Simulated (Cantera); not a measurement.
Equilibrium for boron, boron nitride and boron oxide: BCl₃ + O₂

A closed system holds: 1 mol BCl₃, a varied amount of O₂, equilibrated at 0.240 bar.

Equilibrium computed with Cantera from the NASA thermochemical tables; the gas is ideal and each condensed phase is pure. Candidate condensed phases: B, B₂O₃; 18 gas species. The tables' values for BCl₂ are old estimates. Kinetics and transport are ignored.

Stable condensed phases:

```
T in K \ n(O₂) in mol
         0.22 0.29 0.39 0.51 0.68 0.89  1.2  1.6  2.1  2.7  3.6
   2273     A    A    A    A    A    A    A    A    A    A    A
   2173     A    A    A    A    A    A    A    A    A    A    A
   2073     A    A    A    A    A    A    A    A    A    A    A
   1973     A    A    A    A    A    A    A    A    A    A    A
   1873     A    A    A    B    B    B    B    B    B    B    B
   1773     A    A    B    B    B    B    B    B    B    B    B
   1673     A    B    B    B    B    B    B    B    B    B    B
   1573     A    B    B    B    B    B    B    B    B    B    B
   1473     A    B    B    B    B    B    B    B    B    B    B
   1373     A    B    B    B    B    B    B    B    B    B    B
   1273     A    B    B    B    B    B    B    B    B    B    B
   1173     A    B    B    B    B    B    B    B    B    B    B
   1073     B    B    B    B    B    B    B    B    B    B    B
    973     B    B    B    B    B    B    B    B    B    B    B
```

A: gas only; B: B₂O₃.
